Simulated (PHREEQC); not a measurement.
**Alkaline etch or developer: an equilibrium model**

Make-up at 92 °C: 55 mmol/kgw LiOH, 0.0058 mmol/kgw H4SiO4 and 3.7 mmol/kgw (CH3)4NCl. It is in equilibrium with CO2 at log p = -3.4 (atm). Otherwise closed; pH follows from the charge balance.

Computed with PHREEQC (ion-association model, wateq4f.dat).

Each row changes one thing in this solution. No solid was allowed to form.

```
case                                        pH  ionic strength (mol/kgw)  CO3-2 (mol/kgw)  HCO3- (mol/kgw)  H3SiO4- (mol/kgw)  CO2 (mol/kgw)  SI of Quartz (SiO2)
----------------------------------------  ----  ------------------------  ---------------  ---------------  -----------------  -------------  -------------------
as made                                   9.84                    0.0762           0.0175           0.0163            4.96e-6        4.38e-6                -2.94
LiOH from 0.055 to 0.011 mol/kgw          9.45                    0.0166          0.00186          0.00595            4.04e-6        4.44e-6                -2.58
LiOH from 0.055 to 0.11 mol/kgw           9.97                     0.154           0.0406           0.0234            5.13e-6        4.31e-6                -3.09
(CH3)4NCl from 0.0037 to 0.00333 mol/kgw  9.84                    0.0758           0.0175           0.0163            4.96e-6        4.38e-6                -2.94
diluted 2-fold with water                    ?                         ?          0.00703           0.0110            2.34e-6        4.42e-6                -3.09
temperature from 92 to 50 °C                 ?                    0.0740           0.0153           0.0241            3.82e-6        7.62e-6                -2.06
```

**Question.** Complete the blanks.

**Answer.** 
- diluted 2-fold with water, pH: 9.70
- diluted 2-fold with water, ionic strength (mol/kgw): 0.0364
- temperature from 92 to 50 °C, pH: 9.68

Species that the database lacks are ignored. (CH3)4N+ isn't in the database: it is added as a free cation with an ion size of 4 Å. At this temperature some constants are extrapolated from 25 °C, and those without enthalpy data are left unchanged.
